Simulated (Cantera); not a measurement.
# Low-pressure radical oxidation in H2/O2

An isothermal, constant-pressure homogeneous reactor starts with H2 : O2 = 0.016 : 1 (molar parts), equivalence ratio 0.0080, at 1175 K and 200 Pa.

Cantera simulation using GRI-Mech 3.0 (53 species, 325 reactions); the numbers are that mechanism's predictions, not measurements. Radical loss at walls, strong at low pressure, is not modelled.

| t (s) | x H2 | x O2 | x HO2 | x H2O | x OH | x O |
|---|---|---|---|---|---|---|
| 2.00e-5 | 0.0157 | 0.984 | 2.63e-11 | <1e-12 | <1e-12 | <1e-12 |
| 4.98e-5 | 0.0157 | 0.984 | 6.56e-11 | <1e-12 | 4.87e-12 | 4.90e-12 |
| 0.000124 | 0.0157 | 0.984 | 1.63e-10 | <1e-12 | 2.76e-11 | 2.81e-11 |
| 0.000308 | 0.0157 | 0.984 | 4.06e-10 | 1.09e-11 | 1.41e-10 | 1.47e-10 |
| 0.000767 | 0.0157 | 0.984 | 1.01e-9 | 1.25e-10 | 6.05e-10 | 6.65e-10 |
| 0.00191 | 0.0157 | 0.984 | 2.52e-9 | 1.22e-9 | 2.28e-9 | 2.82e-9 |
| 0.00475 | 0.0157 | 0.984 | 6.27e-9 | 1.31e-8 | 1.14e-8 | 1.60e-8 |
| 0.0118 | 0.0157 | 0.984 | 1.57e-8 | 3.59e-7 | 2.13e-7 | 3.18e-7 |
| 0.0294 | 0.0152 | 0.984 | 1.53e-7 | 0.000368 | 0.000204 | 0.000311 |
| 0.0733 | 0.000138 | 0.970 | 2.42e-7 | 0.0144 | 0.00124 | 0.0130 |
| 0.182 | 9.97e-5 | 0.970 | 2.26e-7 | 0.0145 | 0.00112 | 0.0129 |
| 0.454 | 9.42e-5 | 0.971 | 2.21e-7 | 0.0146 | 0.00109 | 0.0121 |
| 1.13 | 8.21e-5 | 0.973 | 2.09e-7 | 0.0148 | 0.00102 | 0.0105 |
| 2.81 | 5.99e-5 | 0.976 | 1.84e-7 | 0.0151 | 0.000870 | 0.00752 |
| 7.00 | 3.15e-5 | 0.980 | 1.37e-7 | 0.0154 | 0.000632 | 0.00388 |
x: mole fraction; the columns are a selection and need not sum to one.

Equilibrium at this temperature and pressure: H2 2.69e-9, O2 0.984, HO2 2.71e-9, H2O 0.0159, OH 5.88e-6, O 3.26e-7 (gas phase only).
